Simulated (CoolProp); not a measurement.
Model: reference Helmholtz-energy equation of state, Bücker 2006, in CoolProp.

Q: Give the vapour pressure (MPa), vapour density (kg/m³), enthalpy of vaporisation (kJ/kg), surface tension (mN/m) of saturated ethane at 232.6, 248.7 K.

A: 
| T (K) | p (MPa) | vapour density (kg/m³) | enthalpy of vaporisation (kJ/kg) | surface tension (mN/m) |
|---|---|---|---|---|
| 232.6 | 0.764 | 13.8 | 412 | 8.81 |
| 248.7 | 1.25 | 22.7 | 376 | 6.49 |

Surface tension comes from a separate correlation (Mulero 2012).
